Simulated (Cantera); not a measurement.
Input (Python, Cantera):

```python
import numpy as np
import cantera as ct

gas = ct.Solution("gri30.yaml")
gas.TPX = 1173, 980, {'N2O': 0.11, 'H2O': 0.16}
reactor = ct.IdealGasConstPressureReactor(gas, energy="off", clone=False)
net = ct.ReactorNet([reactor])
net.rtol, net.atol = 1e-08, 1e-18
show = ['N2O', 'H2O', 'O2', 'N2', 'HO2', 'H2O2']
times = np.geomspace(9e-05, 200, 11)

steps = ct.SolutionArray(gas, extra=["t"])
rows = []
print(f"{'t/s':>10s}{'T/K':>9s}{'P/Pa':>11s}" + "".join(f"{s:>11s}" for s in show))
for t in times:
    while net.time < t:
        t_next = net.step()
        steps.append(gas.state, t=t_next)
    rows.append([np.interp(t, steps.t, y) for y in (steps.T, steps.P, *steps(*show).X.T)])
    print(f"{t:10.3e}{rows[-1][0]:9.1f}{rows[-1][1]:11.4g}" + "".join(f"{x:11.3e}" for x in rows[-1][2:]))
rate = np.gradient(steps.T, steps.t)
print("integrator steps:", len(steps.t))
if steps.T.max() > steps.T[0] + 200:
    print(f"time of steepest temperature rise: {steps.t[rate.argmax()]:.4e} s")
gas.TPX = 1173, 980, {'N2O': 0.11, 'H2O': 0.16}
gas.equilibrate("TP")
print(f"equilibrium (TP): T = {gas.T:.1f} K  " + "  ".join(f"{s} {gas[s].X[0]:.3e}" for s in show))
```

It prints:

```
       t/s      T/K       P/Pa        N2O        H2O         O2         N2        HO2       H2O2
 9.000e-05   1173.0        980  4.074e-01  5.926e-01  6.225e-09  2.661e-07  5.365e-12  9.640e-17
 3.881e-04   1173.0        980  4.074e-01  5.926e-01  1.013e-07  1.222e-06  3.887e-10  3.190e-14
 1.673e-03   1173.0        980  4.074e-01  5.926e-01  1.171e-06  6.022e-06  2.127e-08  8.511e-12
 7.216e-03   1173.0        980  4.074e-01  5.926e-01  7.565e-06  2.897e-05  6.078e-07  1.183e-09
 3.111e-02   1173.0        980  4.072e-01  5.925e-01  4.825e-05  1.418e-04  3.953e-06  3.902e-08
 1.342e-01   1173.0        980  4.065e-01  5.923e-01  3.191e-04  7.118e-04  4.183e-06  5.020e-08
 5.785e-01   1173.0        980  4.034e-01  5.916e-01  1.523e-03  3.212e-03  3.937e-06  4.658e-08
 2.495e+00   1173.0        980  3.904e-01  5.884e-01  6.580e-03  1.371e-02  3.304e-06  3.815e-08
 1.076e+01   1173.0        980  3.403e-01  5.761e-01  2.615e-02  5.418e-02  1.967e-06  2.396e-08
 4.638e+01   1173.0        980  1.973e-01  5.409e-01  8.222e-02  1.696e-01  5.924e-07  1.361e-08
 2.000e+02   1173.0        980  2.681e-02  4.989e-01  1.494e-01  3.076e-01  5.055e-08  8.717e-09
integrator steps: 1269
equilibrium (TP): T = 1173.0 K  N2O 4.331e-10  H2O 4.923e-01  O2 1.692e-01  N2 3.384e-01  HO2 5.855e-09  H2O2 3.751e-10
```

Model: GRI-Mech 3.0 (53 species, 325 reactions), integrated in Cantera. GRI-Mech 3.0 was tuned for natural gas; its chemistry of N2O as a main component is partial and can be far from experiment. Radical loss at walls, strong at low pressure, is not modelled. The mechanism lacks the step 2 NO + O2 → 2 NO2, which can matter for NO2 below about 1400 K. The temperature is held fixed by assumption; the heat of reaction is taken as removed at once.
